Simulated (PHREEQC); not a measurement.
**Spent oxide etchant (model solution)**

Make-up at 25 °C: 24 mmol/kgw NH4HF2, 82 mmol/kgw (NH4)2SiF6, 0.96 mmol/kgw HBF4 and 0.03 mmol/kgw HCl. Closed to the air; pH follows from the charge balance.

Model: ion-association model, phreeqc.dat, run in PHREEQC.

Each row changes one thing in this solution. No solid was allowed to form.

```
case                                    pH  ionic strength (mol/kgw)  F- (mol/kgw)  HF (mol/kgw)  HF2- (mol/kgw)  BF3OH- (mol/kgw)
------------------------------------  ----  ------------------------  ------------  ------------  --------------  ----------------
as made                               2.99                     0.271        0.0224        0.0219         0.00186           1.49e-5
diluted 100-fold with water           3.27                       [?]       0.00151       0.00114         6.60e-6           3.22e-7
HBF4 from 0.00096 to 0.00106 mol/kgw  2.99                     0.271        0.0223        0.0220         0.00186           1.63e-5
temperature from 25 to 60 °C           [?]                     0.271        0.0216        0.0222         0.00208           2.92e-5
(NH4)2SiF6 left out                    [?]                    0.0249        0.0220        0.0222         0.00188           1.55e-5
```

### Question
Fill in the missing entries.

### Answer

- diluted 100-fold with water, ionic strength (mol/kgw): 0.00291
- temperature from 25 to 60 °C, pH: 3.25
- (NH4)2SiF6 left out, pH: 3.10

Complexes and solids missing from the database can't appear. Some of these states are supersaturated (in Quartz (slow to form), Chalcedony (slow to form), for instance). Constants without temperature data keep their 25 °C values here. SiF6-2 is the database's only silicon fluoride. Real BF4- forms and hydrolyses slowly; the run takes it at equilibrium.
